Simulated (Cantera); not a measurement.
# Gas-phase reforming

An isothermal, constant-pressure homogeneous reactor starts with CH4 : CO2 : H2 = 1 : 0.76 : 0.62 (molar parts), at 1523 K and 3750 Torr.

Detailed kinetics in Cantera: GRI-Mech 3.0 (53 species, 325 reactions).

```
t (s)     x CH4   x CO2   x H2      x CO   x CH2CO    x C2H2     x CH2
--------  -----  ------  -----  --------  --------  --------  --------
3.00e-5   0.420   0.319  0.261   1.13e-5  1.07e-12  3.53e-10  2.89e-10
8.42e-5   0.420   0.319  0.261   5.66e-5  2.95e-11   1.62e-8  5.49e-10
0.000236  0.420   0.319  0.261  0.000204  3.76e-10   3.68e-7  6.78e-10
0.000662  0.419   0.319  0.261  0.000673   3.71e-9   7.28e-6  8.93e-10
0.00186   0.416   0.317  0.261   0.00215   2.80e-8  0.000116   1.05e-9
0.00521   0.408   0.311  0.263   0.00640   1.43e-7   0.00112   1.07e-9
0.0146    0.387   0.295  0.269    0.0182   6.20e-7   0.00627   1.08e-9
0.0410    0.335   0.254  0.282    0.0491   2.50e-6    0.0210   1.16e-9
0.115     0.245   0.167  0.291     0.118   8.85e-6    0.0466   1.55e-9
0.323     0.160  0.0721  0.292     0.199   1.91e-5    0.0681   2.21e-9
0.906     0.144  0.0510  0.308     0.230   1.72e-5    0.0626   1.98e-9
2.54      0.142  0.0426  0.342     0.263   1.07e-5    0.0451   1.37e-9
7.13      0.132  0.0302  0.391     0.305   5.43e-6    0.0261  8.50e-10
20.0      0.112  0.0179  0.447     0.342   2.77e-6    0.0127  5.27e-10
```
x: mole fraction; the columns are a selection and need not sum to one.

Equilibrium at this temperature and pressure: CH4 0.0559, CO2 2.52e-5, H2 0.553, CO 0.388, CH2CO 8.83e-7, C2H2 0.00168, CH2 1.89e-10 (gas phase only).
